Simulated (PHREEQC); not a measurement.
Consider water at 25 °C with 0.0017 mol HNO3 and 0.0075 mol CaCl2 per kg of water. Closed to the air; pH follows from the charge balance.

All values are PHREEQC results (ion-association model, wateq4f.dat), not measurements.

This is a speciation only: nothing precipitates in the calculation.

### Question
Estimate the pH.

### Answer
pH 2.82.

Complexes and solids missing from the database can't appear.
